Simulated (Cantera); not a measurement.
A closed system holds: 1 mol TiCl4, 5.4 mol H2O, a varied amount of H2, equilibrated at 1348 K and 2.80 mbar.

Equilibrium computed with Cantera from the NASA thermochemical tables; the gas is ideal and each condensed phase is pure. Candidate condensed phases: H2O, Ti, TiCl2, TiCl3, TiCl4, TiO, TiO2, Ti2O3, Ti3O5, Ti4O7; 23 gas species. Kinetics and transport are ignored.

log p: log10 of the partial pressure in bar; n: condensed amount in mol.

| n(H2) (mol) | log p H2 | log p HCl | log p H2O | log p H | log p Cl | log p OH | n TiO2(rutile) |
|---|---|---|---|---|---|---|---|
| 4.6 | -2.97 | -3.03 | -3.10 | -7.12 | -7.26 | -9.04 | 1.00 |
| 7.7 | [?] | [?] | [?] | -7.06 | [?] | [?] | 1.00 |
| 13 | -2.75 | -3.26 | -3.33 | -7.01 | -7.60 | -9.39 | 1.00 |
| 21 | -2.68 | [?] | [?] | -6.98 | [?] | [?] | 1.00 |
| 35 | -2.64 | -3.58 | -3.65 | -6.95 | -7.97 | -9.76 | 1.00 |
| 58 | -2.61 | -3.77 | -3.84 | -6.94 | -8.18 | -9.96 | 1.00 |
| 97 | -2.58 | -3.97 | -4.04 | -6.93 | -8.39 | -10.18 | 1.00 |
| 160 | -2.57 | -4.17 | -4.25 | -6.92 | -8.60 | -10.39 | 1.00 |
| 270 | -2.56 | -4.39 | -4.46 | -6.92 | -8.83 | -10.61 | 1.00 |

**Question.** Some entries are withheld; supply them.

**Answer.** 
- 21, log p HCl: -3.40
- 21, log p H2O: -3.47
- 21, log p Cl: -7.78
- 21, log p OH: -9.56
- 7.7, log p H2: -2.85
- 7.7, log p HCl: -3.13
- 7.7, log p H2O: -3.20
- 7.7, log p Cl: -7.42
- 7.7, log p OH: -9.21
